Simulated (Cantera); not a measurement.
A perfectly stirred reactor is fed with CH₄ : C₂H₆ : C₃H₈ : O₂ : N₂ = 1 : 0.11 : 0.06 : 1.79 : 6.73 (molar parts), at 5.00 bar; it is adiabatic with a 598 K inlet, and is followed from long to short residence time, starting on the burning branch (τ in s: 0.13, 0.06, 0.028, 0.013, 0.0058, 0.0027, 0.0012, 0.00057, 0.00026, 0.00012, 5.6e-05, 2.6e-05, 1.2e-05).

Computed with Cantera and GRI-Mech 3.0 (53 species, 325 reactions).

Q: What does this change do: pressure from 5.00 bar to 12.0 bar?

A: 
| quantity | before | after |
|---|---|---|
| blow-out, bracketed by the residence times tried | burning at 0.120 ms, out at 56.0 µs | burning at 0.120 ms, out at 56.0 µs |
| x(CH₄) at τ = 0.130 s | 0.000163 | 0.000174 |
| x(C₂H₆) at τ = 0.130 s | 3.74e-8 | 2.69e-8 |
| x(C₃H₈) at τ = 0.130 s | 1.35e-8 | 8.20e-9 |
| x(C₂H) at τ = 0.130 s | 5.93e-9 | 3.09e-9 |
| x(NO) at τ = 0.130 s | 6.66e-5 | 3.21e-5 |
| x(CH₄) at τ = 1.20 ms | 0.00299 | 0.00381 |
| x(C₂H₆) at τ = 1.20 ms | 7.66e-6 | 7.51e-6 |
| x(C₃H₈) at τ = 1.20 ms | 1.25e-6 | 7.94e-7 |
| x(C₂H) at τ = 1.20 ms | 7.68e-7 | 5.12e-7 |
| x(NO) at τ = 1.20 ms | 7.42e-5 | 3.94e-5 |
The pressure lies above the range GRI-Mech 3.0 was tuned for (to about 10 atm).
